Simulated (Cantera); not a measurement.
An isothermal, constant-pressure homogeneous reactor starts with CH₄ : H₂ : O₂ = 0.0047 : 1 : 0.0021 (molar parts), equivalence ratio 240, at 2498 K and 100.0 Torr.

Model: GRI-Mech 3.0 (53 species, 325 reactions), integrated in Cantera.

x: mole fraction; the columns are a selection and need not sum to one.

```json
[
 {"t (s)": "0.000200", "x CH₄": "[?]", "x H₂": "0.978", "x O₂": "2.24e-5", "x C₂H₂": "7.18e-5", "x H": "0.0137"},
 {"t (s)": "0.000796", "x CH₄": "[?]", "x H₂": "0.963", "x O₂": "8.13e-10", "x C₂H₂": "0.00104", "x H": "0.0291"},
 {"t (s)": "0.00317", "x CH₄": "[?]", "x H₂": "0.951", "x O₂": "1.43e-9", "x C₂H₂": "0.00180", "x H": "0.0429"},
 {"t (s)": "0.0126", "x CH₄": "[?]", "x H₂": "0.937", "x O₂": "9.42e-10", "x C₂H₂": "0.00120", "x H": "0.0574"},
 {"t (s)": "0.0501", "x CH₄": "[?]", "x H₂": "0.930", "x O₂": "7.64e-11", "x C₂H₂": "0.000469", "x H": "0.0657"},
 {"t (s)": "0.199", "x CH₄": "[?]", "x H₂": "0.929", "x O₂": "<1e-12", "x C₂H₂": "0.000252", "x H": "0.0663"},
 {"t (s)": "0.794", "x CH₄": "2.62e-6", "x H₂": "0.929", "x O₂": "<1e-12", "x C₂H₂": "0.000234", "x H": "0.0663"},
 {"t (s)": "3.16", "x CH₄": "2.62e-6", "x H₂": "0.929", "x O₂": "<1e-12", "x C₂H₂": "0.000234", "x H": "0.0663"},
 {"t (s)": "12.6", "x CH₄": "2.62e-6", "x H₂": "0.929", "x O₂": "<1e-12", "x C₂H₂": "0.000234", "x H": "0.0663"},
 {"t (s)": "50.0", "x CH₄": "2.62e-6", "x H₂": "0.929", "x O₂": "<1e-12", "x C₂H₂": "0.000234", "x H": "0.0663"}
]
```

Question: Fill in the missing entries.

Answer: 
- 0.000200, x CH₄: 0.00354
- 0.000796, x CH₄: 0.00152
- 0.00317, x CH₄: 0.000204
- 0.0126, x CH₄: 6.81e-5
- 0.0501, x CH₄: 1.92e-5
- 0.199, x CH₄: 5.17e-6
